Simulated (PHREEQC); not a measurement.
Model water analysis in mg/L, 25 °C, pH 6.23, pe 2.9: Na 650; K 33.8; Ca 305; Mg 117; Cl 201; S(6) as SO4 1850; Alkalinity as HCO3 591; Mn(2) 32.2; Sr 0.731.

Valence states are taken as typed.

Equilibrium calculation in PHREEQC: ion-association model, phreeqc.dat.

Precipitation was switched off in this run.

Q: Order these Mn species by the share of Mn that they hold, largest first: MnSO4, MnCl+, Mn+2, MnCO3, MnHCO3+.

A: Mn+2 (54 %), MnSO4 (25 %), MnHCO3+ (20 %), MnCO3 (1.1 %), MnCl+ (0.55 %)

Q: Order these Mg species by the share of Mg that they hold, largest first: MgHCO3+, MgSO4, Mg+2.

A: Mg+2 (60 %), MgSO4 (37 %), MgHCO3+ (2.9 %)

The pH is 6.23 and the ionic strength 0.0672 mol/kgw. The solution is supersaturated, for example in Rhodochrosite, so a real one may precipitate; this is no full list.
